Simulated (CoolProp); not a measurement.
Vapour pressure (MPa) of R1132(E): the reference equation beside estimates from Tc = 75.7 °C, pc = 5.174 MPa, ω = 0.245.

The numbers come from the reference Helmholtz-energy equation of state, Akasaka 2024 in CoolProp.

```csv
T (°C),reference,Lee-Kesler,van der Waals,Redlich-Kwong,Peng-Robinson
-19.25,0.4267,0.4275,1.262,0.6237,0.4243
-13.95,0.5157,0.5169,1.397,0.7344,0.5124
-8.75,0.6158,0.6174,1.538,0.8557,0.6119
-3.55,0.7298,0.7319,1.688,0.9905,0.7253
1.65,0.8590,0.8613,1.847,1.139,0.8540
6.85,1.004,1.007,2.015,1.303,0.9992
12.05,1.167,1.170,2.192,1.483,1.162
17.25,1.349,1.351,2.379,1.678,1.344
22.45,1.551,1.553,2.575,1.890,1.547
27.75,1.778,1.780,2.786,2.125,1.777
32.95,2.025,2.026,3.002,2.373,2.025
38.15,2.296,2.296,3.229,2.640,2.299
43.35,2.594,2.593,3.465,2.926,2.600
48.55,2.919,2.918,3.712,3.233,2.929
```

Absolute difference from the reference over all 14 rows, mean and median: Lee-Kesler 0.2 and 0.2 %, van der Waals 92.9 and 82.1 %, Redlich-Kwong 26.7 and 25.7 %, Peng-Robinson 0.4 and 0.4 %.
